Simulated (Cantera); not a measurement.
Mixture: CH4 : O2 : N2 = 0.42 : 2.74 : 10.3 (molar parts), equivalence ratio 0.31, at 1000000 Pa, adiabatic and at constant volume. Ignition delay is the time to a rise of 400 K.

Cantera simulation using GRI-Mech 3.0 (53 species, 325 reactions); the numbers are that mechanism's predictions, not measurements.

Problem. Predict: delay at 1175 K; delay at 1225 K; delay at 1275 K; delay at 1325 K; delay at 1375 K; delay at 1425 K; delay at 1475 K; apparent activation energy between 1375 and 1475 K.

Solution. 
```json
{
  "delay at 1175 K": "4.12 ms",
  "delay at 1225 K": "2.17 ms",
  "delay at 1275 K": "1.19 ms",
  "delay at 1325 K": "0.683 ms",
  "delay at 1375 K": "0.404 ms",
  "delay at 1425 K": "0.247 ms",
  "delay at 1475 K": "0.155 ms",
  "apparent activation energy between 1375 and 1475 K": "160 kJ/mol"
}
```
